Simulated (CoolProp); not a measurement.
Vapour-liquid equilibrium of dimethyl ether (1) + n-hexane (2) at 94.45 °C; x and y are mole fractions of (1).

Values from CoolProp's multi-fluid Helmholtz-energy mixture model, Wu 2011 and Thol 2019; pair parameters Bell 2016.

```json
[
 {"x": "0.05", "bubble pressure, mixture model (kPa)": "348.1", "bubble pressure, Raoult's law (kPa)": "350.6", "y, mixture model": "0.390", "y, Raoult's law": "0.423"},
 {"x": "0.2", "bubble pressure, mixture model (kPa)": "756.1", "bubble pressure, Raoult's law (kPa)": "763.2", "y, mixture model": "0.731", "y, Raoult's law": "0.777"},
 {"x": "0.35", "bubble pressure, mixture model (kPa)": "1148", "bubble pressure, Raoult's law (kPa)": "1176", "y, mixture model": "0.834", "y, Raoult's law": "0.882"},
 {"x": "0.5", "bubble pressure, mixture model (kPa)": "1522", "bubble pressure, Raoult's law (kPa)": "1588", "y, mixture model": "0.886", "y, Raoult's law": "0.933"},
 {"x": "0.65", "bubble pressure, mixture model (kPa)": "1893", "bubble pressure, Raoult's law (kPa)": "2001", "y, mixture model": "0.922", "y, Raoult's law": "0.963"},
 {"x": "0.8", "bubble pressure, mixture model (kPa)": "2296", "bubble pressure, Raoult's law (kPa)": "2413", "y, mixture model": "0.954", "y, Raoult's law": "0.982"},
 {"x": "0.95", "bubble pressure, mixture model (kPa)": "2776", "bubble pressure, Raoult's law (kPa)": "2826", "y, mixture model": "0.987", "y, Raoult's law": "0.996"}
]
```

The largest gap from Raoult's law is -5.4 % in bubble pressure, at x = 0.65. No azeotrope shows between x = 0.05 and 0.95.

The pair parameters rest on a limited set of measurements; away from them the model extrapolates.
